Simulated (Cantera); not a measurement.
A perfectly stirred reactor is fed with CH₄ : H₂ : O₂ : N₂ = 0.018 : 1 : 0.013 : 0.0027 (molar parts), equivalence ratio 41, at 0.0263 atm; it is held at 2673 K, and followed from long to short residence time.

Computed with Cantera and GRI-Mech 3.0 (53 species, 325 reactions). Radical loss at walls, strong at low pressure, is not modelled.

One state of this run: x CH₄ = 0.000238; x H₂ = 0.894; x O₂ = 8.31e-6; x C₂H₆ = 1.27e-9; x CO₂ = 2.26e-5. x: mole fraction; the columns are a selection and need not sum to one.

Task: Which value of τ (s) does it belong to?
A. 0.049
B. 0.028
C. 0.45
D. 0.15

Result: B, 0.028
